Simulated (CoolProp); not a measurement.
Properties of n-nonane at several states.

The numbers come from the reference Helmholtz-energy equation of state, Lemmon 2006 in CoolProp. It is a short technical equation, of lower accuracy than the large ones.

| T (°C) | p (MPa) | phase | cp (kJ/(kg K)) | conductivity (mW/(m K)) |
|---|---|---|---|---|
| 105.55 | 2.8 | liquid | 2.525 | 108 |
| 123.75 | 5.71 | liquid | 2.593 | 107 |
| 138.85 | 0.084 | liquid | 2.679 | 99.9 |
| 215.35 | 0.123 | gas | 2.492 | 28.0 |
| 159.45 | 0.771 | liquid | 2.768 | 96.5 |
| 143.35 | 0.34 | liquid | 2.698 | 99.2 |

Thermal conductivity comes from a separate model (Huber 2005).
